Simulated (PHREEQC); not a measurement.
## City or well water: speciation

Synthetic water in mg/kgw, 20 °C, pH 6.38, pe 9.1: Na 10.1; K 0.765; Ca 7.25; Mg 17.2; Cl 26.7; S(6) as SO4 9.5; Alkalinity as HCO3 75.7; Si as SiO2 0.113.

Valence states are taken as typed.

Equilibrium calculation in PHREEQC: ion-association model, wateq4f.dat.

| Property | Value |
|---|---|
| ionic strength | 0.00314 mol/kgw |
| charge-balance error | 1.0 % |

| species | molality | activity | log γ |
|---|---|---|---|
| HCO3- | 0.00123 | 0.00116 | -0.026 |
| CO2 | 0.00116 | 0.00117 | 0.000 |
| Cl- | 0.000753 | 0.000708 | -0.027 |
| Mg+2 | 0.000692 | 0.000547 | -0.102 |
| Na+ | 0.000439 | 0.000413 | -0.026 |
| Ca+2 | 0.000177 | 0.000140 | -0.103 |
| SO4-2 | 8.90e-5 | 7.00e-5 | -0.104 |
| K+ | 1.96e-5 | 1.84e-5 | -0.027 |
| MgSO4 | 7.87e-6 | 7.87e-6 | 0.000 |
| MgHCO3+ | 7.73e-6 | 7.27e-6 | -0.026 |
| CaHCO3+ | 2.01e-6 | 1.90e-6 | -0.026 |

Precipitation was switched off in this run.
